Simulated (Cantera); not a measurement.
Feed: 1 mol Mg(OH)2, a varied amount of C, 2.4 mol O2, held at 1950 °C and 0.180 bar.

These are equilibrium values from Cantera (NASA tables, ideal gas, pure condensed phases), not measurements of a reactor. Candidate condensed phases: C, C6H6, C7H8, C8H18, H2O, Mg, MgCO3, MgO, Mg(OH)2; 116 gas species. Rates play no part.

Question: At 0.22 mol C, list the 5 most abundant gas species with their mole fractions, and the condensed phases.

Answer: O2 0.629, H2O 0.281, CO2 0.0628, OH 0.0185, O 0.00585. Condensed: MgO(s).
